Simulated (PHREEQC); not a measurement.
PHREEQC input (Pitzer model, pitzer.dat):

```
SOLUTION 1
  temp 15
  units mol/kgw
  pH 7 charge
  C(4) 0.614
  K 1.3426
  S(6) 0.0093
  Cl 0.12
END
USE solution 1
INCREMENTAL_REACTIONS false
REACTION 1
  H2O -1
  0 9.886 18.011 24.689 30.178 34.689 38.397 41.444
  43.949 46.007 47.699 49.089 moles
EQUILIBRIUM_PHASES 1
  Arcanite 0 0
  Kalicinite 0 0
  Misenite 0 0
  Sylvite 0 0
SELECTED_OUTPUT 1
  -reset false
  -pH true
  -pe true
  -ionic_strength true
  -water true
  -activities H2O
  -totals C Cl K S
  -molalities H+ K+ Cl- CO3-2 SO4-2 OH- HCO3- CO2 HSO4-
  -equilibrium_phases Arcanite Kalicinite Misenite Sylvite
PRINT
  -reset false
END
```

Selected output (columns that matter, 12 of 12 rows; water left (kg) added in front):

```
water left (kg)	pH	mu	C	Cl	K	S	m_H+	m_K+	m_Cl-	m_CO3-2	m_SO4-2	la_H2O	Arcanite	Sylvite
1	11.199	1.9411	0.614	0.12	1.3426	0.0093	1.9082e-11	1.3426	0.12	0.58919	0.0093	-0.01298	0	0
0.821897	11.194	2.362	0.74705	0.146	1.6335	0.011315	2.0826e-11	1.6335	0.146	0.71711	0.011315	-0.015838	0	0
0.67552	11.195	2.874	0.90893	0.17764	1.9875	0.013767	2.2496e-11	1.9875	0.17764	0.87273	0.013767	-0.01942	0	0
0.555211	11.204	3.497	1.1059	0.21613	2.4182	0.01675	2.3912e-11	2.4182	0.21613	1.0621	0.01675	-0.023968	0	0
0.456323	11.222	4.255	1.3455	0.26297	2.9422	0.02038	2.4836e-11	2.9422	0.26297	1.2924	0.02038	-0.029827	0	0
0.375054	11.255	5.1772	1.6371	0.31995	3.5797	0.024796	2.4994e-11	3.5797	0.31995	1.5726	0.024796	-0.037483	0	0
0.308252	11.304	6.2993	1.9919	0.38929	4.3555	0.03017	2.4122e-11	4.3555	0.38929	1.9136	0.03017	-0.047638	0	0
0.253358	11.376	7.6643	2.4234	0.47364	5.2992	0.036707	2.2057e-11	5.2992	0.47364	2.3284	0.036707	-0.061282	0	0
0.208228	11.474	9.2964	2.9487	0.57629	6.4283	0.034937	1.917e-11	6.4283	0.57629	2.8331	0.034937	-0.079585	0.0020252	0
0.171152	11.603	11.249	3.5875	0.70113	7.7797	0.021955	1.5835e-11	7.7797	0.70113	3.447	0.021955	-0.10434	0.0055424	0
0.140669	11.774	13.644	4.3649	0.85307	9.4375	0.01265	1.1905e-11	9.4375	0.85307	4.194	0.01265	-0.13868	0.0075205	0
0.115627	11.992	16.508	5.3102	0.97204	11.398	0.0067323	8.1755e-12	11.398	0.97204	5.1025	0.0067323	-0.18459	0.0085216	0.0076066
```
